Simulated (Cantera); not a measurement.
What does this Cantera script print?

```python
import numpy as np
import cantera as ct

gas = ct.Solution("gri30.yaml")
gas.TPX = 1923, 22000, {'NO': 1, 'N2': 13}
reactor = ct.IdealGasConstPressureReactor(gas, energy="off", clone=False)
net = ct.ReactorNet([reactor])
net.rtol, net.atol = 1e-08, 1e-18
show = ['NO', 'N2O', 'N2', 'NO2', 'O2', 'O']
times = np.geomspace(0.0003, 5, 15)

steps = ct.SolutionArray(gas, extra=["t"])
rows = []
print(f"{'t/s':>10s}{'T/K':>9s}{'P/Pa':>11s}" + "".join(f"{s:>11s}" for s in show))
for t in times:
    while net.time < t:
        t_next = net.step()
        steps.append(gas.state, t=t_next)
    rows.append([np.interp(t, steps.t, y) for y in (steps.T, steps.P, *steps(*show).X.T)])
    print(f"{t:10.3e}{rows[-1][0]:9.1f}{rows[-1][1]:11.4g}" + "".join(f"{x:11.3e}" for x in rows[-1][2:]))
rate = np.gradient(steps.T, steps.t)
print("integrator steps:", len(steps.t))
if steps.T.max() > steps.T[0] + 200:
    print(f"time of steepest temperature rise: {steps.t[rate.argmax()]:.4e} s")
gas.TPX = 1923, 22000, {'NO': 1, 'N2': 13}
gas.equilibrate("TP")
print(f"equilibrium (TP): T = {gas.T:.1f} K  " + "  ".join(f"{s} {gas[s].X[0]:.3e}" for s in show))
```

Output:

```
       t/s      T/K       P/Pa         NO        N2O         N2        NO2         O2          O
 3.000e-04   1923.0    2.2e+04  7.143e-02  2.086e-07  9.286e-01  9.284e-09  5.326e-10  2.195e-07
 6.007e-04   1923.0    2.2e+04  7.143e-02  3.987e-07  9.286e-01  3.200e-08  2.160e-09  4.451e-07
 1.203e-03   1923.0    2.2e+04  7.143e-02  7.289e-07  9.286e-01  9.984e-08  8.976e-09  9.246e-07
 2.409e-03   1923.0    2.2e+04  7.142e-02  1.227e-06  9.286e-01  2.791e-07  3.939e-08  2.000e-06
 4.824e-03   1923.0    2.2e+04  7.142e-02  1.798e-06  9.286e-01  7.130e-07  1.889e-07  4.464e-06
 9.659e-03   1923.0    2.2e+04  7.141e-02  2.183e-06  9.286e-01  1.644e-06  9.911e-07  9.685e-06
 1.934e-02   1923.0    2.2e+04  7.139e-02  2.275e-06  9.286e-01  3.126e-06  5.216e-06  1.816e-05
 3.873e-02   1923.0    2.2e+04  7.135e-02  2.269e-06  9.286e-01  4.356e-06  2.206e-05  2.543e-05
 7.755e-02   1923.0    2.2e+04  7.126e-02  2.260e-06  9.286e-01  4.719e-06  6.564e-05  2.760e-05
 1.553e-01   1923.0    2.2e+04  7.108e-02  2.248e-06  9.287e-01  4.895e-06  1.560e-04  2.862e-05
 3.110e-01   1923.0    2.2e+04  7.071e-02  2.223e-06  9.289e-01  5.214e-06  3.395e-04  3.048e-05
 6.227e-01   1923.0    2.2e+04  6.995e-02  2.173e-06  9.293e-01  5.797e-06  7.155e-04  3.397e-05
 1.247e+00   1923.0    2.2e+04  6.838e-02  2.073e-06  9.301e-01  6.788e-06  1.496e-03  4.023e-05
 2.497e+00   1923.0    2.2e+04  6.509e-02  1.873e-06  9.317e-01  8.277e-06  3.133e-03  5.085e-05
 5.000e+00   1923.0    2.2e+04  5.830e-02  1.502e-06  9.351e-01  9.988e-06  6.520e-03  6.764e-05
integrator steps: 462
equilibrium (TP): T = 1923.0 K  NO 2.755e-03  N2O 8.086e-08  N2 9.628e-01  NO2 1.028e-06  O2 3.426e-02  O 1.437e-04
```

Cantera simulation using GRI-Mech 3.0 (53 species, 325 reactions); the numbers are that mechanism's predictions, not measurements.
